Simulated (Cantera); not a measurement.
Charge: 1 mol Si, 1.6 mol HCl, 2.8 mol H2, equilibrated at 802 °C and 0.500 bar.

These are equilibrium values from Cantera (NASA tables, ideal gas, pure condensed phases), not measurements of a reactor. Candidate condensed phases: Si; 19 gas species. The tables' values for SiCl3 are old estimates; treat these amounts as uncertain. The numbers say what is thermodynamically allowed, not how fast it happens.

Base state: H2 0.873, SiCl4 0.0669, SiHCl3 0.0331, HCl 0.0219, SiCl3 0.00213, SiH2Cl2 0.00191, SiCl2 0.00108, SiH3Cl 2.91e-5 (mole fractions); condensed: Si(s).

**Question.** What changes in the equilibrium state with this change: pressure from 0.500 bar to 12.0 bar?

**Answer.** 
```
species      before     after
----------  -------  --------
H2            0.873     0.872
SiHCl3       0.0331    0.0590
SiCl4        0.0669    0.0503
HCl          0.0219   0.00922
SiH3Cl      2.91e-5  0.000293
SiCl2       0.00108  0.000191
SiH2Cl2     0.00191   0.00811
SiCl3       0.00213  0.000778
Si(s), mol    0.581     0.533
```
